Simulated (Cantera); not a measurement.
Low-pressure radical oxidation in H2/O2

An isothermal, constant-pressure homogeneous reactor starts with 0.596 % H2, 99.4 % O2, equivalence ratio 0.0030, at 900 K and 2670 Pa.

Model: the H2/O2 subset of GRI-Mech 3.0, which has no nitrogen chemistry, integrated in Cantera. Radical loss at walls, strong at low pressure, is not modelled. Below about 950 K walls govern HO2 and H2O2 in real vessels.

| t (s) | x H2 | x O2 | x HO2 | x H | x H2O | x O |
|---|---|---|---|---|---|---|
| 0.000500 | 0.00596 | 0.994 | 2.93e-12 | 1.04e-12 | <1e-12 | 2.21e-12 |
| 0.00107 | 0.00596 | 0.994 | 6.52e-12 | 1.91e-12 | 4.19e-12 | 7.49e-12 |
| 0.00229 | 0.00596 | 0.994 | 1.55e-11 | 5.19e-12 | 2.70e-11 | 3.14e-11 |
| 0.00489 | 0.00596 | 0.994 | 5.28e-11 | 3.38e-11 | 2.83e-10 | 2.50e-10 |
| 0.0105 | 0.00596 | 0.994 | 1.39e-9 | 1.62e-9 | 1.53e-8 | 1.24e-8 |
| 0.0224 | 0.00589 | 0.994 | 3.33e-6 | 6.29e-6 | 5.83e-5 | 4.50e-5 |
| 0.0478 | 0.000459 | 0.993 | 4.92e-6 | 5.90e-5 | 0.00541 | 0.000634 |
| 0.102 | 8.13e-5 | 0.994 | 1.48e-6 | 3.44e-6 | 0.00588 | 0.000152 |
| 0.219 | 2.47e-5 | 0.994 | 5.98e-7 | 4.30e-7 | 0.00595 | 4.62e-5 |
| 0.468 | 8.50e-6 | 0.994 | 2.63e-7 | 6.51e-8 | 0.00597 | 1.41e-5 |
| 1.00 | 2.93e-6 | 0.994 | 1.12e-7 | 1.02e-8 | 0.00598 | 4.17e-6 |
x: mole fraction; the columns are a selection and need not sum to one.

Equilibrium at this temperature and pressure: H2 <1e-12, O2 0.994, HO2 5.00e-11, H <1e-12, H2O 0.00598, O 3.31e-11 (gas phase only).
